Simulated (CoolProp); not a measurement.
Model: reference Helmholtz-energy equation of state, Akasaka 2015, in CoolProp.

**Question.** For R245fa, give the phase and the speed of sound (m/s), conductivity (mW/(m K)) at 50.85 °C and 18.3 MPa; 61.95 °C and 18.3 MPa; 84.15 °C and 18.3 MPa.

**Answer.** 
- 50.85 °C and 18.3 MPa: liquid; speed of sound 697, conductivity 93.2
- 61.95 °C and 18.3 MPa: liquid; speed of sound 663, conductivity 90.6
- 84.15 °C and 18.3 MPa: liquid; speed of sound 597, conductivity 85.8

Thermal conductivity comes from a separate model (Huber 2003), an estimate that may be off by 10 % or more.
